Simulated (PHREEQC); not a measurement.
**Ultrapure water in contact with air or piping (model solution)**

Synthetic water in mg/L, 80 °C, pH 6.35, pe 8.1:

```json
[
 {"constituent": "Na", "mg/L": "0.147"},
 {"constituent": "K", "mg/L": "0.053"},
 {"constituent": "Ca", "mg/L": "0.039"},
 {"constituent": "Mg", "mg/L": "0.0447"},
 {"constituent": "Cl", "mg/L": "0.184"},
 {"constituent": "S(6) as SO4", "mg/L": "0.0547"},
 {"constituent": "Alkalinity as HCO3", "mg/L": "0.427"},
 {"constituent": "O(0) (dissolved oxygen)", "mg/L": "0.000215"},
 {"constituent": "Ba", "mg/L": "0.0324"},
 {"constituent": "Br", "mg/L": "0.00822"}
]
```

Valence states are taken as typed.

The numbers come from PHREEQC with the ion-association model, phreeqc.dat.

ionic strength: 1.77e-5 mol/kgw
charge-balance error: 1.5 %

```
species  molality  activity   log γ
-------  --------  --------  ------
HCO3-     6.86e-6   6.82e-6  -0.002
CO2       6.64e-6   6.64e-6   0.000
Na+       6.39e-6   6.36e-6  -0.002
Cl-       5.19e-6   5.16e-6  -0.002
Mg+2      1.84e-6   1.80e-6  -0.010
K+        1.35e-6   1.35e-6  -0.002
Ca+2      9.73e-7   9.52e-7  -0.010
OH-       5.80e-7   5.77e-7  -0.002
SO4-2     5.68e-7   5.56e-7  -0.010
```

This is a speciation only: nothing precipitates in the calculation. Constants without temperature data keep their 25 °C values here.
